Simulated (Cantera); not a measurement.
Input: 1 mol C₆H₆, 64 mol H₂, held at 2300 K and 0.285 Torr.

Method: chemical equilibrium by Gibbs-energy minimisation in Cantera with the NASA 1993 tables (ideal gas, pure condensed phases). Candidate condensed phases: C, C₆H₆, C₇H₈, C₈H₁₈; 76 gas species. The numbers say what is thermodynamically allowed, not how fast it happens.

Base state: H₂ 0.610, H 0.388, C₂H₂ (acetylene) 0.00263, C₂H 7.57e-5, C₃ 4.40e-5, C 2.20e-5 (mole fractions); condensed: C(graphite).

Problem. What changes in the equilibrium state with this change: temperature from 2300 K to 1198.15 K?

Solution. 
```tsv
species	before	after
H₂	0.610	1.000
H	0.388	9.78e-6
C₂H₂ (acetylene)	0.00263	9.92e-8
C₂H	7.57e-5	<1e-9
C₃	4.40e-5	<1e-9
C	2.20e-5	<1e-9
C(graphite), mol	5.53	6.00
```
